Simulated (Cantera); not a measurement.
What does this Cantera script print?

```python
import numpy as np
import cantera as ct

gas_names = """
    CL CL2 H HCL H2 Si SiCL SiCL2 SiCL3 SiCL4 SiH SiHCL3 SiH2 SiH2CL2 SiH3 SiH3CL SiH4 Si2 Si3
""".split()
cond_names = """
    Si(cr) Si(L)
""".split()


# ... load() reads the species with a 1 bar reference pressure and builds the phases ...
atoms = {
    'SiCl4': {'Si': 1, 'CL': 4},
    'HCl': {'H': 1, 'CL': 1},
    'H2': {'H': 2},
}
top_T = {}  # K; cautious upper limits of use, not melting points


# ... equilibrate(T, P, feed) seeds the gas with the atoms and calls Mixture.equilibrate('TP', solver="vcs", rtol=1e-11, max_steps=5000) ...
results = []
feed = {'SiCl4': 1, 'HCl': 0.034, 'H2': 6.2}  # mol
T = 825  # K
P = 44000  # Pa
mix = equilibrate(T, P, feed)
results.append((T, P, feed, dict(zip(mix.species_names, mix.species_moles))))
print(gas.report(threshold=0.0001))
for i in range(1, mix.n_phases):
    print(f"{mix.phase(i).name:16s} {mix.phase_moles(i):12.5e} mol")
```

It prints:

```
       temperature   825 K
          pressure   44000 Pa
           density   0.16282 kg/m^3
  mean mol. weight   25.383 kg/kmol
   phase of matter   gas

                          1 kg             1 kmol
                     ---------------   ---------------
          enthalpy       -2.7876e+06       -7.0759e+07  J
   internal energy       -3.0579e+06       -7.7619e+07  J
           entropy            8257.9        2.0961e+05  J/K
    Gibbs function       -9.6004e+06       -2.4369e+08  J
 heat capacity c_p            1577.8             40050  J/K
 heat capacity c_v            1250.3             31736  J/K

                      mass frac. Y      mole frac. X     chem. pot. / RT
                     ---------------   ---------------   ---------------
               HCL          0.020511           0.01428           -42.342
                H2          0.067309           0.84748           -18.036
             SiCL4           0.86146           0.12871           -143.74
            SiHCL3          0.050398         0.0094451           -119.43
     [  +15 minor]        0.00032635        7.6267e-05

Si(cr)            0.00000e+00 mol
```

Method: chemical equilibrium by Gibbs-energy minimisation in Cantera with the NASA 1993 tables (ideal gas, pure condensed phases). The tables' values for SiCl3 are old estimates; treat these amounts as uncertain.
